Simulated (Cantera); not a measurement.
# Adiabatic ignition

An adiabatic, constant-volume homogeneous reactor starts with C3H8 : O2 : N2 : CO2 = 1 : 15.2 : 57 : 7.4 (molar parts), at 1725 K and 0.950 bar.

Model: GRI-Mech 3.0 (53 species, 325 reactions), integrated in Cantera. GRI-Mech 3.0 was tuned for natural gas; its chemistry of propane as a main component is partial and can be far from experiment.

| t (s) | T (K) | P (bar) | x C3H8 | x O2 | x CO2 | x OH | x HCN |
|---|---|---|---|---|---|---|---|
| 7.00e-6 | 1710 | 0.949 | 0.00695 | 0.185 | 0.0912 | 0.000427 | 1.92e-9 |
| 1.85e-5 | 2015 | 1.15 | 1.81e-7 | 0.144 | 0.0901 | 0.00585 | 3.26e-7 |
| 4.87e-5 | 2121 | 1.21 | <1e-12 | 0.128 | 0.0996 | 0.00920 | 1.08e-11 |
| 0.000128 | 2215 | 1.26 | <1e-12 | 0.126 | 0.106 | 0.00886 | <1e-12 |
| 0.000338 | 2328 | 1.31 | <1e-12 | 0.126 | 0.114 | 0.00754 | 1.08e-12 |
| 0.000892 | 2400 | 1.35 | <1e-12 | 0.125 | 0.119 | 0.00614 | 1.09e-12 |
| 0.00235 | 2408 | 1.35 | <1e-12 | 0.124 | 0.120 | 0.00589 | 1.17e-12 |
| 0.00621 | 2405 | 1.35 | <1e-12 | 0.124 | 0.120 | 0.00583 | 1.39e-12 |
| 0.0164 | 2399 | 1.35 | <1e-12 | 0.122 | 0.120 | 0.00569 | 1.76e-12 |
| 0.0431 | 2390 | 1.34 | <1e-12 | 0.120 | 0.121 | 0.00551 | 2.13e-12 |
| 0.114 | 2385 | 1.34 | <1e-12 | 0.118 | 0.121 | 0.00541 | 2.26e-12 |
| 0.300 | 2385 | 1.34 | <1e-12 | 0.118 | 0.121 | 0.00541 | 2.27e-12 |
x: mole fraction; the columns are a selection and need not sum to one.

The time of steepest temperature rise is 17.2 µs. The temperature at 0.300 s is 2385 K. The equilibrium temperature comes out as 2385 K and the x(C3H8) at 0.300 s is <1e-12 (gas-phase equilibrium <1e-12). The x(O2) at 0.300 s is 0.118 (gas-phase equilibrium 0.118) and the x(CO2) at 0.300 s comes out as 0.121 (gas-phase equilibrium 0.121).
